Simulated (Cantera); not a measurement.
A closed system holds: 1 mol CH3Cl, 0.013 mol F2, held at 48.0 Pa.

Method: chemical equilibrium by Gibbs-energy minimisation in Cantera with the NASA 1993 tables (ideal gas, pure condensed phases). Candidate condensed phases: C, C6H6, C7H8, C8H18; 118 gas species. Kinetics and transport are ignored. All values below are at 2027 °C.

Base state: H2 0.334, HCl 0.257, H 0.255, Cl 0.141, HF 0.0103, C2H2 (acetylene) 0.00145, C2H 4.99e-5, C3 3.48e-5 (mole fractions); condensed: C(graphite).

### Question
What changes in the equilibrium state with this change: pressure from 48.0 Pa to 0.100 bar?

### Answer
| species | before | after |
|---|---|---|
| H2 | 0.334 | 0.476 |
| HCl | 0.257 | 0.473 |
| H | 0.255 | 0.0211 |
| Cl | 0.141 | 0.0151 |
| HF | 0.0103 | 0.0127 |
| C3 | 3.48e-5 | 1.67e-7 |
| C | 1.74e-5 | 8.37e-8 |
| C(graphite), mol | 0.992 | 0.991 |
